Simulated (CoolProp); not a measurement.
A closed Brayton cycle with carbon dioxide: compressor inlet 306.15 K and 9.7 MPa, high pressure 31 MPa, turbine inlet 775 K, compressor efficiency 0.85, turbine efficiency 0.93, recuperator effectiveness 0 (on enthalpy, no pinch check). Each further row changes one setting.

The numbers come from the reference Helmholtz-energy equation of state, Span 1996 in CoolProp.

```json
[
 {"case": "as stated", "thermal efficiency (%)": "17.3", "net work (kJ/kg)": "113", "compressor to turbine work": "0.22", "compressor exit (K)": "336.3", "turbine exit (K)": "636.9"},
 {"case": "turbine inlet 725 K", "thermal efficiency (%)": "17.3", "net work (kJ/kg)": "(withheld)", "compressor to turbine work": "(withheld)", "compressor exit (K)": "336.3", "turbine exit (K)": "(withheld)"},
 {"case": "compressor inlet 316.15 K", "thermal efficiency (%)": "17.9", "net work (kJ/kg)": "105", "compressor to turbine work": "0.28", "compressor exit (K)": "(withheld)", "turbine exit (K)": "636.9"},
 {"case": "high pressure 26.3 MPa", "thermal efficiency (%)": "(withheld)", "net work (kJ/kg)": "(withheld)", "compressor to turbine work": "0.20", "compressor exit (K)": "330.9", "turbine exit (K)": "(withheld)"},
 {"case": "recuperator effectiveness 0.5", "thermal efficiency (%)": "(withheld)", "net work (kJ/kg)": "113", "compressor to turbine work": "0.22", "compressor exit (K)": "336.3", "turbine exit (K)": "636.9"}
]
```

Question: What belongs in the gaps?

Answer: 
- turbine inlet 725 K, net work (kJ/kg): 102
- turbine inlet 725 K, compressor to turbine work: 0.24
- turbine inlet 725 K, turbine exit (K): 592.0
- compressor inlet 316.15 K, compressor exit (K): 369.4
- high pressure 26.3 MPa, thermal efficiency (%): 15.2
- high pressure 26.3 MPa, net work (kJ/kg): 101
- high pressure 26.3 MPa, turbine exit (K): 655.9
- recuperator effectiveness 0.5, thermal efficiency (%): 24.5
